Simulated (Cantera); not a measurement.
Mixture: CH4 : O2 : N2 = 1 : 1.54 : 5.78 (molar parts), equivalence ratio 1.3, at 35000 Pa, adiabatic and at constant pressure. Ignition delay is the time to a rise of 400 K.

Model: GRI-Mech 3.0 (53 species, 325 reactions), integrated in Cantera.

### Question
What does this change do: N2 5.78 to 4.1 parts?

### Answer
| quantity | before | after |
|---|---|---|
| delay at 1225 K | 85.1 ms | 63.8 ms |
| delay at 1375 K | 11.4 ms | 8.66 ms |
| delay at 1525 K | 2.27 ms | 1.78 ms |
| delay at 1675 K | 0.668 ms | 0.535 ms |
| delay at 1825 K | 0.256 ms | 0.208 ms |
| apparent activation energy between 1750 and 1900 K | 160 kJ/mol | 160 kJ/mol |
